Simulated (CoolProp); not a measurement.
Values from CoolProp's reference Helmholtz-energy equation of state, Polt 1992. This equation is an older, rougher fit; its heat capacities, sound speeds and derivatives of the liquid may be far off and weren't checked against measurements.

**Question.** Give the vapour pressure (kPa), liquid density (kg/m³), vapour density (kg/m³), enthalpy of vaporisation (kJ/kg) of saturated propyne at 29.85, 64.75 °C.

**Answer.** 
```tsv
T (°C)	p (kPa)	liquid density (kg/m³)	vapour density (kg/m³)	enthalpy of vaporisation (kJ/kg)
29.85	669	603	12.1	459
64.75	1610	542	29.5	396
```
